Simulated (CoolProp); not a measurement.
o-xylene along the isotherm 423.9 K: Z from the reference equation and from simpler models built on Tc = 630.3 K, pc = 37.37 bar, ω = 0.312; each cubic takes its own stable root.

Computed with CoolProp (reference Helmholtz-energy equation of state, Zhou 2012).

| p (bar) | phase | reference | van der Waals | Redlich-Kwong | Soave-Redlich-Kwong |
|---|---|---|---|---|---|
| 0.0591 | gas | 0.9975 | 0.9988 | 0.9984 | 0.9981 |
| 0.112 | gas | 0.9953 | 0.9978 | 0.9969 | 0.9965 |
| 0.212 | gas | 0.9910 | 0.9957 | 0.9942 | 0.9933 |
| 0.403 | gas | 0.9828 | 0.9919 | 0.9889 | 0.9873 |
| 0.763 | gas | 0.9668 | 0.9845 | 0.9787 | 0.9756 |
| 1.45 | liquid | 0.005722 | 0.9702 | 0.9589 | 0.006470 |
| 2.74 | liquid | 0.01081 | 0.9421 | 0.01281 | 0.01222 |
| 5.2 | liquid | 0.02050 | 0.8833 | 0.02427 | 0.02317 |
| 9.86 | liquid | 0.03884 | 0.06689 | 0.04590 | 0.04386 |
| 18.7 | liquid | 0.07353 | 0.1258 | 0.08666 | 0.08294 |

At some of these states van der Waals, Redlich-Kwong gives the other phase, because its saturation line lies elsewhere.
